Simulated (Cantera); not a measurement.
An adiabatic, constant-pressure homogeneous reactor starts with CH₄ : H₂ : O₂ : N₂ : H₂O = 1 : 0.12 : 4.29 : 16.1 : 3.2 (molar parts), equivalence ratio 0.48, at 1550 K and 2.40 bar.

Model: GRI-Mech 3.0 (53 species, 325 reactions), integrated in Cantera.

**Question.** Predict: time of steepest temperature rise; temperature at 6.00 s; equilibrium temperature; x(H₂) at 6.00 s; x(O₂) at 6.00 s; x(H) at 6.00 s; x(H₂O₂) at 6.00 s.

**Answer.** 
```
Item                                                                  Result
---------------------------------  -----------------------------------------
time of steepest temperature rise                                   0.224 ms
temperature at 6.00 s                                                 2318 K
equilibrium temperature                                               2318 K
x(H₂) at 6.00 s                      0.00108 (gas-phase equilibrium 0.00108)
x(O₂) at 6.00 s                        0.0843 (gas-phase equilibrium 0.0843)
x(H) at 6.00 s                     0.000228 (gas-phase equilibrium 0.000228)
x(H₂O₂) at 6.00 s                    4.38e-7 (gas-phase equilibrium 4.38e-7)
```
